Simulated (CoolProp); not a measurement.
Vapour pressure (bar) of octamethyltrisiloxane (MDM): the reference equation beside estimates from Tc = 292.2 °C, pc = 14.38 bar, ω = 0.528.

Computed with CoolProp (reference Helmholtz-energy equation of state, Thol 2017).

```json
[
 {"T (°C)": "80.85", "reference": "0.09412", "van der Waals": "1.591", "Redlich-Kwong": "0.4544"},
 {"T (°C)": "87.45", "reference": "0.1234", "van der Waals": "1.762", "Redlich-Kwong": "0.5440"},
 {"T (°C)": "93.95", "reference": "0.1591", "van der Waals": "1.942", "Redlich-Kwong": "0.6444"},
 {"T (°C)": "100.45", "reference": "0.2028", "van der Waals": "2.134", "Redlich-Kwong": "0.7580"},
 {"T (°C)": "106.95", "reference": "0.2558", "van der Waals": "2.338", "Redlich-Kwong": "0.8857"},
 {"T (°C)": "113.55", "reference": "0.3205", "van der Waals": "2.558", "Redlich-Kwong": "1.031"},
 {"T (°C)": "120.05", "reference": "0.3964", "van der Waals": "2.788", "Redlich-Kwong": "1.190"},
 {"T (°C)": "126.55", "reference": "0.4860", "van der Waals": "3.031", "Redlich-Kwong": "1.366"},
 {"T (°C)": "133.15", "reference": "0.5926", "van der Waals": "3.291", "Redlich-Kwong": "1.563"},
 {"T (°C)": "139.65", "reference": "0.7148", "van der Waals": "3.561", "Redlich-Kwong": "1.777"},
 {"T (°C)": "146.15", "reference": "0.8559", "van der Waals": "3.845", "Redlich-Kwong": "2.010"},
 {"T (°C)": "152.65", "reference": "1.018", "van der Waals": "4.144", "Redlich-Kwong": "2.264"},
 {"T (°C)": "159.25", "reference": "1.205", "van der Waals": "4.461", "Redlich-Kwong": "2.545"},
 {"T (°C)": "165.75", "reference": "1.415", "van der Waals": "4.789", "Redlich-Kwong": "2.844"}
]
```

Absolute difference from the reference over all 14 rows, mean and median: van der Waals 689.2 and 563.5 %, Redlich-Kwong 209.5 and 190.6 %.
